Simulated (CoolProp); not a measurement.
Dry air along the isotherm 148.5 K: density (kg/m³) from the reference equation and from simpler models built on Tc = 132.5 K, pc = 3.786 MPa, ω = 0.034; each cubic takes its own stable root.

Computed with CoolProp (reference Helmholtz-energy equation of state, Lemmon 2000). It is a pseudo-pure fit of the blend.

| p (MPa) | phase | reference |
|---|---|---|
| 0.0299 | gas | 0.7028 |
| 0.0567 | gas | 1.335 |
| 0.108 | gas | 2.551 |
| 0.204 | gas | 4.848 |
| 0.387 | gas | 9.308 |
| 0.733 | gas | 18.05 |
| 1.39 | gas | 35.92 |
| 2.63 | gas | 75.69 |
| 4.99 | supercritical | 196.2 |
| 9.46 | supercritical | 487.1 |

Q: How far does each simpler model (ideal gas, Redlich-Kwong, Peng-Robinson) lie from the reference over these 10 states: mean and median of the absolute difference, and the worst?

A: 
- ideal gas: mean 13.2 %, median 3.6 %, worst -54.4 % at 148.5 K and 9.46 MPa
- Redlich-Kwong: mean 0.7 %, median 0.1 %, worst -5.1 % at 148.5 K and 9.46 MPa
- Peng-Robinson: mean 1.2 %, median 0.6 %, worst +3.6 % at 148.5 K and 4.99 MPa
